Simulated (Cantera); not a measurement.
A perfectly stirred reactor is fed with NO : N₂ = 1 : 6.3 (molar parts), at 15000 Pa; it is held at 2125 K, and followed from long to short residence time.

Detailed kinetics in Cantera: GRI-Mech 3.0 (53 species, 325 reactions).

Task: What does this change do: N2 6.3 to 1.2 parts?

Result: 
```tsv
quantity	before	after
x(NO) at τ = 23.0 s	0.0136	0.0289
x(N₂O) at τ = 23.0 s	2.05e-7	4.72e-7
x(NO₂) at τ = 23.0 s	4.02e-6	1.59e-5
x(O₂) at τ = 23.0 s	0.0611	0.212
x(N₂) at τ = 23.0 s	0.924	0.758
x(NO) at τ = 79.0 ms	0.134	0.425
x(N₂O) at τ = 79.0 ms	8.43e-6	7.81e-5
x(NO₂) at τ = 79.0 ms	9.20e-6	6.99e-5
x(O₂) at τ = 79.0 ms	0.00156	0.0141
x(N₂) at τ = 79.0 ms	0.865	0.560
```
